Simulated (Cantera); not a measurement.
Input (Python, Cantera) and output of one run.

```python
import numpy as np
import cantera as ct

gas_names = [...]  # 113 gases of nasa_gas.yaml made of C, F, H, Si
cond_names = """
    C(gr) C6H6(L) C7H8(L) C8H18(L),n-octa Si(cr) Si(L) SiC(b)
""".split()


# ... load() reads the species with a 1 bar reference pressure and builds the phases ...
atoms = {
    'CHF3': {'C': 1, 'H': 1, 'F': 3},
    'Si': {'Si': 1},
    'H2': {'H': 2},
}
top_T = {'C(gr)': 4500, 'SiC(b)': 3050}  # K; cautious upper limits of use, not melting points


# ... equilibrate(T, P, feed) seeds the gas with the atoms and calls Mixture.equilibrate('TP', solver="vcs", rtol=1e-11, max_steps=5000) ...
results = []
feed = {'CHF3': 1, 'Si': 0.31, 'H2': 0.16}  # mol
T = 2023.15  # K
P = 4  # Pa
mix = equilibrate(T, P, feed)
results.append((T, P, feed, dict(zip(mix.species_names, mix.species_moles))))
x = sorted(zip(gas.X, gas.species_names), reverse=True)
print(f"T = {T:g} K  P = {P:g} Pa  gas = {mix.phase_moles(0):.4g} mol")
print("   x: " + "  ".join(f"{s} {v:.3e}" for v, s in x if v > 0.001))
print("   condensed (mol): " + ("  ".join(f"{mix.phase(i).name} {mix.phase_moles(i):.4g}"
      for i in range(1, mix.n_phases) if mix.phase_moles(i) > 1e-12) or "none"))
```

It prints:

```
T = 2023.15 K  P = 4 Pa  gas = 2.051 mol
   x: HF 6.435e-01  F 1.939e-01  SiF4 1.502e-01  CF2 1.027e-02  CF 1.008e-03
   condensed (mol): C(gr) 0.9768
```

These are equilibrium values from Cantera (NASA tables, ideal gas, pure condensed phases), not measurements of a reactor. The tables' values for SiF3 are old estimates; treat these amounts as uncertain.
